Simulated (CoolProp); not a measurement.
A Linde-Hampson liquefier for CF4 (R14): isothermal reversible compression at 280 K from 1 atm to 10 MPa, throttling to 1 atm, return gas leaving the recuperator 10 K below the feed. Each further row changes one setting.

Values from CoolProp's reference Helmholtz-energy equation of state, Platzer 1990. This equation is an older, rougher fit; its heat capacities, sound speeds and derivatives of the liquid may be far off and weren't checked against measurements.

```tsv
case	liquid yield per pass	compression work (kJ/kg of gas)
as stated	?	109
high pressure 20 MPa	?	?
warm-end temperature 310 K	?	?
warm-end gap 15 K	?	109
```

**Question.** Complete the blanks.

**Answer.** 
- as stated, liquid yield per pass: 0.223
- high pressure 20 MPa, liquid yield per pass: 0.310
- high pressure 20 MPa, compression work (kJ/kg of gas): 121
- warm-end temperature 310 K, liquid yield per pass: 0.136
- warm-end temperature 310 K, compression work (kJ/kg of gas): 126
- warm-end gap 15 K, liquid yield per pass: 0.211
